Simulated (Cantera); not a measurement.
Input (Python, Cantera):

```python
import numpy as np
import cantera as ct

gas = ct.Solution("gri30.yaml")


def delay(T, t_max=10):
    gas.TPX = T, 101325, {'CO': 1, 'H2': 0.64, 'CH4': 1.3, 'O2': 3.42, 'N2': 12.9}
    reactor = ct.IdealGasReactor(gas, clone=False)
    net = ct.ReactorNet([reactor])
    net.rtol, net.atol = 1e-8, 1e-16
    while net.time < t_max:
        t_old, T_old = net.time, reactor.T
        net.step()
        if reactor.T > T + 400:  # ignition: a rise of 400 K
            return t_old + (T + 400 - T_old) / (reactor.T - T_old) * (net.time - t_old)
    return np.nan


taus = []
for T in [898, 948, 998, 1048, 1098, 1148, 1198, 1248, 1298, 1348]:
    taus.append(delay(T))
    print(f"T0 = {T:6g} K   tau = {taus[-1]:.4e} s")
```

Result:

```
T0 =    898 K   tau = 1.0599e-01 s
T0 =    948 K   tau = 2.9902e-02 s
T0 =    998 K   tau = 1.4421e-02 s
T0 =   1048 K   tau = 8.3807e-03 s
T0 =   1098 K   tau = 5.1573e-03 s
T0 =   1148 K   tau = 3.2413e-03 s
T0 =   1198 K   tau = 2.0684e-03 s
T0 =   1248 K   tau = 1.3433e-03 s
T0 =   1298 K   tau = 8.9107e-04 s
T0 =   1348 K   tau = 6.0567e-04 s
```

Detailed kinetics in Cantera: GRI-Mech 3.0 (53 species, 325 reactions). Below about 1000 K GRI-Mech 3.0 lacks low-temperature oxidation paths. Below about 950 K walls govern HO2 and H2O2 in real vessels.
